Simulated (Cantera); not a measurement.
## Oxide etching and cleaning by halides: B₂O₃ + HCl + N₂ + Cl₂

Input: 1 mol B₂O₃, 1 mol HCl, 39 mol N₂, 1.1 mol Cl₂, held at 608 Torr.

Cantera equilibrium calculation (NASA polynomials, part measured and part estimated; ideal gas, pure solids and liquids). Candidate condensed phases: B, BN, B₂O₃, B₃O₃H₃, H₂O, NH₄Cl; 49 gas species. The tables' values for BOCl are old estimates; treat these amounts as uncertain. Rates play no part.

```csv
T (K),x N₂,x Cl,x HCl,x Cl₂,x B₂O₃,n B₂O₃(l)
1498,0.944,0.00943,0.0241,0.0217,2.57e-5,0.990
1573,0.942,0.0143,0.0240,0.0190,0.000111,0.978
1648,0.938,0.0202,0.0237,0.0157,0.000415,0.950
1723,0.933,0.0265,0.0234,0.0121,0.00138,0.884
1798,0.927,0.0322,0.0227,0.00859,0.00412,0.726
1873,0.916,0.0365,0.0216,0.00558,0.0112,0.355
1948,0.907,0.0395,0.0207,0.00348,0.0181,0
```
x: gas mole fraction; n: condensed amount in mol.

From 1498 K to 1873 K the condensed part is B₂O₃(l). At 1948 K nothing is condensed. The share of B in condensed phases is highest at 1498 K (99.0 %) and lowest at 1948 K (0.0 %).
